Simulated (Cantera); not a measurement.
An adiabatic, constant-pressure homogeneous reactor starts with CO : H2 : CH4 : O2 : N2 = 1 : 0.3 : 0.11 : 1.61 : 6.06 (molar parts), equivalence ratio 0.54, at 1750 K and 3.70 bar.

Computed with Cantera and GRI-Mech 3.0 (53 species, 325 reactions).

x: mole fraction; the columns are a selection and need not sum to one.

```json
[
 {"t (s)": "9.00e-6", "T (K)": "2128", "x CO": "0.0740", "x H2": "0.00438", "x CH4": "<1e-12", "x HO2": "3.22e-5", "x H2O": "0.0405", "x H2O2": "4.84e-7"},
 {"t (s)": "2.85e-5", "T (K)": "2529", "x CO": "0.0402", "x H2": "0.00315", "x CH4": "<1e-12", "x HO2": "1.19e-5", "x H2O": "0.0461", "x H2O2": "2.23e-7"},
 {"t (s)": "9.00e-5", "T (K)": "2736", "x CO": "…", "x H2": "…", "x CH4": "<1e-12", "x HO2": "1.32e-5", "x H2O": "0.0512", "x H2O2": "…"},
 {"t (s)": "0.000285", "T (K)": "2752", "x CO": "0.0230", "x H2": "0.00164", "x CH4": "<1e-12", "x HO2": "1.37e-5", "x H2O": "0.0518", "x H2O2": "3.44e-7"},
 {"t (s)": "0.000900", "T (K)": "2743", "x CO": "0.0226", "x H2": "0.00162", "x CH4": "<1e-12", "x HO2": "1.30e-5", "x H2O": "0.0521", "x H2O2": "3.33e-7"},
 {"t (s)": "0.00285", "T (K)": "2735", "x CO": "0.0223", "x H2": "0.00160", "x CH4": "<1e-12", "x HO2": "1.25e-5", "x H2O": "0.0524", "x H2O2": "3.24e-7"},
 {"t (s)": "0.00900", "T (K)": "2734", "x CO": "0.0222", "x H2": "0.00160", "x CH4": "<1e-12", "x HO2": "1.24e-5", "x H2O": "0.0524", "x H2O2": "3.23e-7"},
 {"t (s)": "0.0285", "T (K)": "2734", "x CO": "0.0222", "x H2": "0.00160", "x CH4": "<1e-12", "x HO2": "1.24e-5", "x H2O": "0.0524", "x H2O2": "3.23e-7"},
 {"t (s)": "0.0900", "T (K)": "2734", "x CO": "0.0222", "x H2": "0.00160", "x CH4": "<1e-12", "x HO2": "1.24e-5", "x H2O": "0.0524", "x H2O2": "3.23e-7"},
 {"t (s)": "0.285", "T (K)": "2734", "x CO": "0.0222", "x H2": "0.00160", "x CH4": "<1e-12", "x HO2": "1.24e-5", "x H2O": "0.0524", "x H2O2": "3.23e-7"},
 {"t (s)": "0.900", "T (K)": "2734", "x CO": "0.0222", "x H2": "0.00160", "x CH4": "<1e-12", "x HO2": "1.24e-5", "x H2O": "0.0524", "x H2O2": "3.23e-7"},
 {"t (s)": "2.85", "T (K)": "2734", "x CO": "0.0222", "x H2": "0.00160", "x CH4": "<1e-12", "x HO2": "1.24e-5", "x H2O": "0.0524", "x H2O2": "3.23e-7"},
 {"t (s)": "9.00", "T (K)": "2734", "x CO": "0.0222", "x H2": "0.00160", "x CH4": "<1e-12", "x HO2": "1.24e-5", "x H2O": "0.0524", "x H2O2": "3.23e-7"}
]
```

**Question.** Fill in the missing entries.

**Answer.** 
- 9.00e-5, x CO: 0.0250
- 9.00e-5, x H2: 0.00178
- 9.00e-5, x H2O2: 3.15e-7
